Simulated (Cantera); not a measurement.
MgO + CH4 + CO (carbothermic reduction)

Input: 1 mol MgO, 5.5 mol CH4, 0.015 mol CO, equilibrated at 625 °C and 0.133 bar.

Cantera equilibrium calculation (NASA polynomials, part measured and part estimated; ideal gas, pure solids and liquids). Candidate condensed phases: C, C6H6, C7H8, C8H18, H2O, Mg, MgCO3, MgO, Mg(OH)2; 116 gas species. Rates play no part.

* **x(H2)**: 0.959
* **x(CH4)**: 0.0392
* **x(CO)**: 0.00107
* **x(H2O)**: 0.000345
* **n(C(graphite))**: 5.09 mol
* **n(MgO(s))**: 1.00 mol
* **gas amount**: 10.60 mol
* **log10 activity of MgCO3(s) (absent)**: -9.07
* **log10 activity of Mg(s) (absent)**: -14.38
